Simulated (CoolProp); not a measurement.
Vapour-liquid equilibrium of n-octane (1) + ethylbenzene (2) at 508.6 K; x and y are mole fractions of (1).

The numbers come from the multi-fluid Helmholtz-energy mixture model, Beckmüller 2019 and Zhou 2012; pair parameters Bell 2016 in CoolProp.

```tsv
x	bubble pressure, mixture model (kPa)	bubble pressure, Raoult's law (kPa)	y, mixture model	y, Raoult's law
0.05	828.9	821.7	0.066	0.062
0.15	861.3	842.9	?	0.182
0.25	890.4	864.0	0.296	0.296
0.35	916.3	885.2	?	0.404
0.45	?	906.3	0.495	0.508
0.55	960.0	927.4	0.588	0.606
0.65	978.1	948.6	0.679	0.701
0.75	993.8	969.7	0.770	0.791
0.85	1007	990.9	0.861	0.877
0.95	?	1012	0.953	0.960
```

**Question.** Complete the blanks.

**Answer.** 
- 0.15, y, mixture model: 0.186
- 0.35, y, mixture model: 0.398
- 0.45, bubble pressure, mixture model (kPa): 939.5
- 0.95, bubble pressure, mixture model (kPa): 1018

The largest gap from Raoult's law is +3.7 % in bubble pressure, at x = 0.45. No azeotrope shows between x = 0.05 and 0.95.

The pair parameters rest on a limited set of measurements; away from them the model extrapolates.
